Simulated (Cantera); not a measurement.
A closed system holds: 1 mol Si, 1.3 mol HCl, 0.3 mol H2, a varied amount of Cl2, equilibrated at 723 K and 5.10 bar.

Method: chemical equilibrium by Gibbs-energy minimisation in Cantera with the NASA 1993 tables (ideal gas, pure condensed phases). Candidate condensed phases: Si; 19 gas species. The numbers say what is thermodynamically allowed, not how fast it happens.

Task: What share of the Si ends up in condensed phases as a function of n(Cl2) (mol), at 0.5, 0.7, 0.89, 1.1, 1.3, 1.5, 1.7, 1.9, 2.1?

Result: 
```
n(Cl2) (mol)  Si condensed (%)     as
------------  ----------------  -----
0.5                       36.3  Si(s)
0.7                       25.6  Si(s)
0.89                      15.5  Si(s)
1.1                        4.4  Si(s)
1.3                        0.0      -
1.5                        0.0      -
1.7                        0.0      -
1.9                        0.0      -
2.1                        0.0      -
```
